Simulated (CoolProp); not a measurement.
R236EA along the isotherm 96.75 °C: Z from the reference equation and from simpler models built on Tc = 139.3 °C, pc = 3.414 MPa, ω = 0.368; each cubic takes its own stable root.

The numbers come from the reference Helmholtz-energy equation of state, Rui 2013 in CoolProp.

```
p (MPa)   phase  reference  van der Waals  Redlich-Kwong  Peng-Robinson
-------  ------  ---------  -------------  -------------  -------------
0.019       gas     0.9972         0.9979         0.9974         0.9970
0.0278      gas     0.9958         0.9969         0.9962         0.9956
0.0409      gas     0.9939         0.9954         0.9944         0.9935
0.06        gas     0.9910         0.9932         0.9918         0.9905
0.0881      gas     0.9867         0.9900         0.9879         0.9860
0.129       gas     0.9804         0.9853         0.9822         0.9794
0.19        gas     0.9709         0.9782         0.9737         0.9695
0.278       gas     0.9570         0.9677            ___         0.9550
0.409       gas     0.9356         0.9518         0.9419         0.9328
0.6         gas     0.9029         0.9278         0.9129         0.8992
0.881       gas     0.8504         0.8901         0.8673         0.8463
1.29        gas     0.7601            ___         0.7925         0.7584
1.9      liquid        ___         0.7125            ___            ___
2.78     liquid        ___         0.1961         0.1448         0.1198
4.09     liquid        ___         0.2731         0.2045         0.1717
6        liquid     0.2463         0.3810         0.2873         0.2443
```

What belongs in the gaps?


- 0.278, Redlich-Kwong: 0.9611
- 1.29, van der Waals: 0.8287
- 1.9, reference: 0.08164
- 1.9, Redlich-Kwong: 0.1027
- 1.9, Peng-Robinson: 0.08369
- 2.78, reference: 0.1180
- 4.09, reference: 0.1710

At some of these states van der Waals gives the other phase, because its saturation line lies elsewhere.
